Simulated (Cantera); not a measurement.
An adiabatic, constant-volume homogeneous reactor starts with CH4 : H2 : O2 : N2 = 1 : 0.61 : 4.27 : 17.9 (molar parts), at 1575 K and 0.430 bar.

Computed with Cantera and GRI-Mech 3.0 (53 species, 325 reactions).

### Question
Predict: time of steepest temperature rise; temperature at 2.00 s; equilibrium temperature; x(H2) at 2.00 s; x(O2) at 2.00 s; x(CO2) at 2.00 s; x(O) at 2.00 s.

### Answer
| Item | Result |
|---|---|
| time of steepest temperature rise | 0.258 ms |
| temperature at 2.00 s | 2584 K |
| equilibrium temperature | 2584 K |
| x(H2) at 2.00 s | 0.00375 (gas-phase equilibrium 0.00375) |
| x(O2) at 2.00 s | 0.0741 (gas-phase equilibrium 0.0741) |
| x(CO2) at 2.00 s | 0.0336 (gas-phase equilibrium 0.0336) |
| x(O) at 2.00 s | 0.00704 (gas-phase equilibrium 0.00704) |
